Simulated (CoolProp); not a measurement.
A single-stage vapour-compression cycle with the fluid: evaporating at 312.15 K (dew point), condensing at 354.15 K (bubble point), superheat 5 K, subcooling 0 K, compressor efficiency 0.65, no pressure losses. The same conditions are run with several fluids, on thermodynamics alone (safety and materials aside).

The numbers come from the reference Helmholtz-energy equation of state of each fluid (R141b: Lemmon 2006; carbonyl sulfide: Lemmon 2006; n-heptane: Span 2003; hydrogen sulfide: Lemmon 2006; n-pentane: Thol 2019; R236FA: Pan 2012) in CoolProp.

### Question
Rank R141b, carbonyl sulfide, n-heptane, hydrogen sulfide, n-pentane, R236FA by cooling COP, highest first.

### Answer
R141b (4.14), n-heptane (4.03), n-pentane (3.94), R236FA (3.42), carbonyl sulfide (3.39), hydrogen sulfide (3.21)

```json
[
 {"fluid": "R141b", "pressure ratio": "3.36", "discharge temperature (K)": "372.8", "refrigerating effect (kJ/kg)": "173", "volumetric capacity (kJ/m³)": "1030"},
 {"fluid": "carbonyl sulfide", "pressure ratio": "2.33", "discharge temperature (K)": "399.7", "refrigerating effect (kJ/kg)": "165", "volumetric capacity (kJ/m³)": "8340"},
 {"fluid": "n-heptane", "pressure ratio": "5.00", "discharge temperature (K)": "355.0", "refrigerating effect (kJ/kg)": "265", "volumetric capacity (kJ/m³)": "120"},
 {"fluid": "hydrogen sulfide", "pressure ratio": "2.31", "discharge temperature (K)": "414.8", "refrigerating effect (kJ/kg)": "277", "volumetric capacity (kJ/m³)": "12700"},
 {"fluid": "n-pentane", "pressure ratio": "3.37", "discharge temperature (K)": "358.0", "refrigerating effect (kJ/kg)": "259", "volumetric capacity (kJ/m³)": "831"},
 {"fluid": "R236FA", "pressure ratio": "3.01", "discharge temperature (K)": "358.5", "refrigerating effect (kJ/kg)": "85.3", "volumetric capacity (kJ/m³)": "2360"}
]
```
